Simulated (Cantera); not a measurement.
Charge: 1 mol BCl3, 2.9 mol O2, held at 15.8 Torr.

Cantera equilibrium calculation (NASA polynomials, part measured and part estimated; ideal gas, pure solids and liquids). Candidate condensed phases: B, B2O3; 18 gas species. The tables' values for BOCl are old estimates; treat these amounts as uncertain. The numbers say what is thermodynamically allowed, not how fast it happens. All values below are at 1725 °C.

Base state: Cl 0.500, O2 0.380, B2O3 0.0720, BO2 0.0196, BOCl 0.0146, Cl2 0.00979, O 0.00280, ClO 0.000676 (mole fractions); condensed: gas only.

Problem. What changes in the equilibrium state with this change: 0.3 mol NH3 added?

Solution. 
| species | before | after |
|---|---|---|
| Cl | 0.500 | 0.376 |
| O2 | 0.380 | 0.354 |
| HCl | 0 | 0.117 |
| HBO2 | 0 | 0.0326 |
| N2 | 0 | 0.0248 |
| BOCl | 0.0146 | 0.00984 |
| B2O3 | 0.0720 | 0.0559 |
| BO2 | 0.0196 | 0.0170 |
| H2O | 0 | 0.00199 |
| NO | 0 | 0.00176 |
| OH | 0 | 0.000855 |
| H | 0 | 2.83e-5 |
Further candidate phases: BN, B3O3H3, H2O, NH4Cl.
